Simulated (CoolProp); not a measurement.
Properties of R1132(E) along the isobar 65 bar.

The numbers come from the reference Helmholtz-energy equation of state, Akasaka 2024 in CoolProp.

| T (K) | phase | density (kg/m³) | cp (kJ/(kg K)) | isothermal compressibility (1/MPa) | fugacity coefficient |
|---|---|---|---|---|---|
| 326.2 | liquid | 833.7 | 2.074 | 0.01381 | 0.3989 |
| 332.9 | liquid | 798.5 | 2.211 | 0.01880 | 0.4422 |
| 339.6 | liquid | 757.0 | 2.422 | 0.02765 | 0.4864 |
| 346.3 | liquid | 705.0 | 2.813 | 0.04706 | 0.5309 |
| 353.1 | supercritical | 627.8 | 3.905 | 0.1162 | 0.5751 |
| 359.8 | supercritical | 467.1 | 7.740 | 0.5705 | 0.6150 |
| 366.5 | supercritical | 315.3 | 4.679 | 0.5339 | 0.6465 |
| 373.2 | supercritical | 258.9 | 2.993 | 0.3786 | 0.6717 |
| 379.9 | supercritical | 229.0 | 2.375 | 0.3115 | 0.6935 |
| 386.6 | supercritical | 209.1 | 2.065 | 0.2751 | 0.7131 |
| 393.3 | supercritical | 194.4 | 1.880 | 0.2520 | 0.7308 |
| 400 | supercritical | 182.8 | 1.759 | 0.2360 | 0.7471 |

The peak of cp marks the crossing from liquid-like to gas-like fluid above the critical point.
